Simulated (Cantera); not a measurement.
A perfectly stirred reactor is fed with CO : H2 : CH4 : O2 : N2 = 1 : 0.62 : 0.052 : 1.19 : 11.4 (molar parts), at 500000 Pa; it is adiabatic with a 625 K inlet, and is followed from long to short residence time, starting on the burning branch (τ in s: 0.044, 0.021, 0.0098, 0.0046, 0.0022, 0.001, 0.00049, 0.00023, 0.00011, 5.1e-05, 2.4e-05, 1.1e-05).

Model: GRI-Mech 3.0 (53 species, 325 reactions), integrated in Cantera.

Q: Predict: blow-out, bracketed by the residence times tried; x(CO) at τ = 44.0 ms; x(H2) at τ = 44.0 ms; x(CH4) at τ = 44.0 ms; x(CH2) at τ = 44.0 ms; x(CO) at τ = 0.490 ms; x(H2) at τ = 0.490 ms; x(CH4) at τ = 0.490 ms; x(CH2) at τ = 0.490 ms; x(C2H6) at τ = 0.490 ms.

A: 
```
Property                                                                        Result
------------------------------------------------  ------------------------------------
blow-out, bracketed by the residence times tried  burning at 0.230 ms, out at 0.110 ms
x(CO) at τ = 44.0 ms                                                          0.000652
x(H2) at τ = 44.0 ms                                                           8.08e-5
x(CH4) at τ = 44.0 ms                                                          1.36e-6
x(CH2) at τ = 44.0 ms                                                          4.37e-9
x(CO) at τ = 0.490 ms                                                           0.0123
x(H2) at τ = 0.490 ms                                                          0.00127
x(CH4) at τ = 0.490 ms                                                         3.17e-5
x(CH2) at τ = 0.490 ms                                                         9.61e-8
x(C2H6) at τ = 0.490 ms                                                        1.08e-9
```
